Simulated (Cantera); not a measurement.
Charge: 1 mol PbS, 5.4 mol H₂, 39 mol N₂, at 502 °C and 300 Torr.

Cantera equilibrium calculation (NASA polynomials, part measured and part estimated; ideal gas, pure solids and liquids). Candidate condensed phases: Pb, PbS, S; 18 gas species. Rates play no part.

Base state: N₂ 0.878, H₂ 0.121, H₂S 0.000155, NH₃ 6.15e-5 (mole fractions); condensed: Pb(l) + PbS(s).

**Question.** What changes in the equilibrium state with this change: PbS replaced by Al₂O₃?

**Answer.** 
```json
[
 {"species": "N₂", "before": "0.878", "after": "0.878"},
 {"species": "H₂", "before": "0.121", "after": "0.122"},
 {"species": "NH₃", "before": "6.15e-5", "after": "6.16e-5"},
 {"species": "H₂S", "before": "0.000155", "after": "0"},
 {"species": "Pb(l), mol", "before": "0.00687", "after": "0"},
 {"species": "PbS(s), mol", "before": "0.993", "after": "0"},
 {"species": "Al₂O₃(s), mol", "before": "0", "after": "1.00"}
]
```
Further candidate phases: Al, AlN, Al₂O₃, H₂O.

**Question.** What changes in the equilibrium state with this change: temperature from 502 °C to 1825 °C?

**Answer.** 
| species | before | after |
|---|---|---|
| N₂ | 0.878 | 0.853 |
| H₂ | 0.121 | 0.114 |
| Pb | 6.22e-8 | 0.0144 |
| PbS | 9.74e-8 | 0.00744 |
| S₂ | <1e-9 | 0.00473 |
| SH | <1e-9 | 0.00204 |
| Pb(l), mol | 0.00687 | 0 |
| PbS(s), mol | 0.993 | 0 |
